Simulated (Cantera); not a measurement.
Ta2O5 + H2 + H2O (hydrogen reduction and annealing atmospheres)

A closed system holds: 1 mol Ta2O5, 260 mol H2, 0.11 mol H2O, at 1.00 bar.

These are equilibrium values from Cantera (NASA tables, ideal gas, pure condensed phases), not measurements of a reactor. Candidate condensed phases: H2O, Ta, Ta2O5; 12 gas species. Mutual solubility and eutectic melting of coexisting phases are not modelled. Condensed phases not in the tables: N, O or C dissolved in the metal. Rates play no part.

| T (°C) | log p H2 | log p H2O | log p H | log p TaO2 | log p OH | log p TaO | n Ta2O5(s) | n Ta(s) |
|---|---|---|---|---|---|---|---|---|
| 650 | 0.00 | -3.37 | -9.61 | <-12 | <-12 | <-12 | 1.00 | 0 |
| 750 | 0.00 | -3.37 | -8.38 | <-12 | <-12 | <-12 | 1.00 | 0 |
| 850 | 0.00 | -3.37 | -7.37 | <-12 | <-12 | <-12 | 1.00 | 0 |
| 950 | 0.00 | -3.37 | -6.52 | <-12 | -11.94 | <-12 | 1.00 | 0 |
| 1050 | 0.00 | -3.37 | -5.80 | <-12 | -11.01 | <-12 | 1.00 | 0 |
| 1150 | 0.00 | -3.37 | -5.18 | <-12 | -10.21 | <-12 | 1.00 | 0 |
| 1250 | 0.00 | -3.37 | -4.64 | -11.05 | -9.52 | <-12 | 1.00 | 0 |
| 1350 | 0.00 | -3.37 | -4.16 | -9.65 | -8.91 | -10.59 | 1.00 | 0 |
| 1450 | 0.00 | -3.35 | -3.74 | -8.42 | -8.35 | -9.12 | 0.999 | 0.00207 |
| 1550 | 0.00 | -3.11 | -3.36 | -7.45 | -7.63 | -8.16 | 0.981 | 0.0370 |
| 1650 | 0.00 | -2.89 | -3.03 | -6.58 | -6.98 | -7.30 | 0.955 | 0.0899 |
log p: log10 of the partial pressure in bar; n: condensed amount in mol.

From 650 °C to 1350 °C the condensed part is Ta2O5(s). From 1450 °C to 1650 °C the condensed part is Ta(s) + Ta2O5(s).
